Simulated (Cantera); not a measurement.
An adiabatic, constant-pressure homogeneous reactor starts with C2H4 : O2 : N2 : H2O = 1 : 1.2 : 4.51 : 1.4 (molar parts), at 1500 K and 6380 Torr. Integrator tolerance rtol = 1e-08.

Cantera simulation using GRI-Mech 3.0 (53 species, 325 reactions); the numbers are that mechanism's predictions, not measurements. GRI-Mech 3.0 was tuned for natural gas; its chemistry of ethylene as a main component is partial and can be far from experiment.

Q: What does this change do: pressure from 6380 Torr to 750 Torr?

A: 
```tsv
quantity	before	after
time of steepest temperature rise	4.81 µs	21.8 µs
temperature at 5.00 s	2454 K	2421 K
equilibrium temperature	2454 K	2421 K
x(C2H4) at 5.00 s	<1e-12 (gas-phase equilibrium <1e-12)	<1e-12 (gas-phase equilibrium <1e-12)
x(O2) at 5.00 s	1.90e-6 (gas-phase equilibrium 1.90e-6)	1.17e-5 (gas-phase equilibrium 1.17e-5)
x(H2O) at 5.00 s	0.156 (gas-phase equilibrium 0.156)	0.154 (gas-phase equilibrium 0.154)
x(NO) at 5.00 s	4.86e-5 (gas-phase equilibrium 4.86e-5)	0.000113 (gas-phase equilibrium 0.000113)
x(NO2) at 5.00 s	3.98e-10 (gas-phase equilibrium 3.98e-10)	8.15e-10 (gas-phase equilibrium 8.15e-10)
x(H2) at 5.00 s	0.185 (gas-phase equilibrium 0.185)	0.183 (gas-phase equilibrium 0.183)
x(C2H6) at 5.00 s	<1e-12 (gas-phase equilibrium <1e-12)	<1e-12 (gas-phase equilibrium <1e-12)
```
